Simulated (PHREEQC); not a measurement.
0.8 g of hydrous ferric oxide (600 m²/g; 0.2 weak and 0.005 strong sites per Fe, Dzombak-Morel constants, diffuse double layer) in 1 kg of water with 0.005 mol/kgw of an inert sodium salt and 0.00015 mol/kgw Ag2SO4, at 25 °C; the pH is set by adding NaOH or the inert anion's acid. O2 is buffered at 0.21 atm. CO2 from the air is kept out. Nothing may precipitate in this run.

Base run: PHREEQC, ion-association model, wateq4f.dat. Each further column changes one thing. The table gives Ag sorbed (%).

```json
[
 {"pH": "3", "base": "0.0", "no electrostatic term (-no_edl)": "0.0", "background salt from 0.005 to 0.0005 mol/kgw": "0.0", "oxide from 0.8 to 4 g/kgw": "0.0", "0.00034 mol/kgw CaCl2 added": "0.0"},
 {"pH": "3.38", "base": "0.0", "no electrostatic term (-no_edl)": "0.0", "background salt from 0.005 to 0.0005 mol/kgw": "0.1", "oxide from 0.8 to 4 g/kgw": "0.2", "0.00034 mol/kgw CaCl2 added": "0.0"},
 {"pH": "3.75", "base": "0.1", "no electrostatic term (-no_edl)": "0.0", "background salt from 0.005 to 0.0005 mol/kgw": "0.2", "oxide from 0.8 to 4 g/kgw": "0.7", "0.00034 mol/kgw CaCl2 added": "0.1"},
 {"pH": "4.5", "base": "1.2", "no electrostatic term (-no_edl)": "0.0", "background salt from 0.005 to 0.0005 mol/kgw": "1.5", "oxide from 0.8 to 4 g/kgw": "6.0", "0.00034 mol/kgw CaCl2 added": "0.6"},
 {"pH": "4.88", "base": "2.7", "no electrostatic term (-no_edl)": "0.0", "background salt from 0.005 to 0.0005 mol/kgw": "3.2", "oxide from 0.8 to 4 g/kgw": "13.5", "0.00034 mol/kgw CaCl2 added": "1.6"},
 {"pH": "5.25", "base": "5.4", "no electrostatic term (-no_edl)": "0.1", "background salt from 0.005 to 0.0005 mol/kgw": "5.9", "oxide from 0.8 to 4 g/kgw": "24.7", "0.00034 mol/kgw CaCl2 added": "3.4"},
 {"pH": "5.62", "base": "8.7", "no electrostatic term (-no_edl)": "0.7", "background salt from 0.005 to 0.0005 mol/kgw": "9.1", "oxide from 0.8 to 4 g/kgw": "37.8", "0.00034 mol/kgw CaCl2 added": "6.3"},
 {"pH": "6.38", "base": "14.4", "no electrostatic term (-no_edl)": "8.6", "background salt from 0.005 to 0.0005 mol/kgw": "14.6", "oxide from 0.8 to 4 g/kgw": "61.6", "0.00034 mol/kgw CaCl2 added": "12.6"},
 {"pH": "6.75", "base": "16.9", "no electrostatic term (-no_edl)": "13.6", "background salt from 0.005 to 0.0005 mol/kgw": "17.1", "oxide from 0.8 to 4 g/kgw": "70.3", "0.00034 mol/kgw CaCl2 added": "14.9"},
 {"pH": "7.12", "base": "21.0", "no electrostatic term (-no_edl)": "17.9", "background salt from 0.005 to 0.0005 mol/kgw": "21.3", "oxide from 0.8 to 4 g/kgw": "78.1", "0.00034 mol/kgw CaCl2 added": "17.6"},
 {"pH": "7.5", "base": "28.7", "no electrostatic term (-no_edl)": "26.3", "background salt from 0.005 to 0.0005 mol/kgw": "29.3", "oxide from 0.8 to 4 g/kgw": "85.5", "0.00034 mol/kgw CaCl2 added": "22.2"},
 {"pH": "8.25", "base": "58.5", "no electrostatic term (-no_edl)": "58.3", "background salt from 0.005 to 0.0005 mol/kgw": "59.4", "oxide from 0.8 to 4 g/kgw": "95.8", "0.00034 mol/kgw CaCl2 added": "43.2"},
 {"pH": "8.62", "base": "74.9", "no electrostatic term (-no_edl)": "72.0", "background salt from 0.005 to 0.0005 mol/kgw": "75.7", "oxide from 0.8 to 4 g/kgw": "98.1", "0.00034 mol/kgw CaCl2 added": "58.1"},
 {"pH": "9", "base": "87.1", "no electrostatic term (-no_edl)": "80.5", "background salt from 0.005 to 0.0005 mol/kgw": "87.6", "oxide from 0.8 to 4 g/kgw": "99.2", "0.00034 mol/kgw CaCl2 added": "72.5"}
]
```

The oxide is taken as insoluble; below pH 4 it would dissolve. In at least one series the solution becomes supersaturated in solids that the run did not let form, among them Cerargyrite.
